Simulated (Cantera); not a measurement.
A perfectly stirred reactor is fed with 0.507 % H2, 99.5 % O2, equivalence ratio 0.0026, at 10.00 Torr; it is held at 1348 K, and followed from long to short residence time.

Computed with Cantera and the H2/O2 subset of GRI-Mech 3.0, which has no nitrogen chemistry. Radical loss at walls, strong at low pressure, is not modelled.

Question: Predict: x(H2) at τ = 0.620 s; x(O2) at τ = 0.620 s; x(O) at τ = 0.620 s; x(H2O) at τ = 0.620 s; x(OH) at τ = 0.620 s; x(H2) at τ = 33.0 ms; x(O2) at τ = 33.0 ms; x(O) at τ = 33.0 ms; x(H2O) at τ = 33.0 ms; x(OH) at τ = 33.0 ms.

Answer: 
```json
{
  "x(H2) at τ = 0.620 s": "2.23e-5",
  "x(O2) at τ = 0.620 s": "0.992",
  "x(O) at τ = 0.620 s": "0.00268",
  "x(H2O) at τ = 0.620 s": "0.00479",
  "x(OH) at τ = 0.620 s": "0.000486",
  "x(H2) at τ = 33.0 ms": "0.000199",
  "x(O2) at τ = 33.0 ms": "0.990",
  "x(O) at τ = 33.0 ms": "0.00408",
  "x(H2O) at τ = 33.0 ms": "0.00445",
  "x(OH) at τ = 33.0 ms": "0.000758"
}
```
